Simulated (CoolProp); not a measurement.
Ethanol along the isobar 13.4 MPa: density (kg/m³) from the reference equation and from simpler models built on Tc = 241.6 °C, pc = 6.268 MPa, ω = 0.644; each cubic takes its own stable root.

Model: reference Helmholtz-energy equation of state, Schroeder 2014, in CoolProp.

| T (°C) | phase | reference |
|---|---|---|
| 232.95 | liquid | 540.8 |
| 240.55 | liquid | 522.9 |
| 248.15 | supercritical | 502.9 |
| 255.75 | supercritical | 480.0 |
| 263.35 | supercritical | 453.6 |
| 270.95 | supercritical | 423.5 |
| 278.55 | supercritical | 390.2 |
| 286.05 | supercritical | 355.9 |
| 293.65 | supercritical | 321.1 |
| 301.25 | supercritical | 288.2 |
| 308.85 | supercritical | 259.4 |
| 316.45 | supercritical | 235.8 |
| 324.05 | supercritical | 216.7 |
| 331.65 | supercritical | 201.4 |
| 339.25 | supercritical | 189.0 |
| 346.85 | supercritical | 178.7 |

Q: How far does each simpler model (Redlich-Kwong, Soave-Redlich-Kwong, Peng-Robinson) lie from the reference over these 16 states: mean and median of the absolute difference, and the worst?

A: 
- Redlich-Kwong: mean 15.0 %, median 15.5 %, worst -24.6 % at 232.95 °C and 13.4 MPa
- Soave-Redlich-Kwong: mean 20.3 %, median 23.3 %, worst -26.4 % at 270.95 °C and 13.4 MPa
- Peng-Robinson: mean 13.8 %, median 15.4 %, worst -19.7 % at 278.55 °C and 13.4 MPa
